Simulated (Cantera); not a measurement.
Input: 1 mol CH3F, 0.45 mol HCl, 18 mol H2, 0.012 mol Si, equilibrated at 75.0 Torr.

These are equilibrium values from Cantera (NASA tables, ideal gas, pure condensed phases), not measurements of a reactor. Candidate condensed phases: C, C6H6, C7H8, C8H18, Si, SiC; 143 gas species. The tables' values for SiF are old estimates; treat these amounts as uncertain. Kinetics and transport are ignored.

log p: log10 of the partial pressure in bar; nothing condenses.

```csv
T (K),log p H,log p H2,log p HF,log p C2H2 (acetylene),log p HCl
3023,-1.41,-1.27,-2.41,-2.83,-2.93
3073,-1.36,-1.31,-2.42,-2.87,-2.97
3123,-1.32,-1.35,-2.44,-2.93,-3.02
3173,-1.28,-1.39,-2.45,…,-3.07
3223,-1.24,-1.44,-2.47,-3.08,-3.12
3273,-1.21,-1.49,-2.49,-3.17,-3.18
3323,-1.19,-1.55,-2.50,-3.27,-3.24
3373,-1.16,…,-2.52,…,…
3423,-1.14,-1.67,-2.54,-3.52,-3.38
3473,-1.12,-1.73,-2.55,-3.66,-3.45
```

Question: What belongs in the gaps?

Answer: 
- 3173, log p C2H2 (acetylene): -3.00
- 3373, log p H2: -1.61
- 3373, log p C2H2 (acetylene): -3.39
- 3373, log p HCl: -3.31
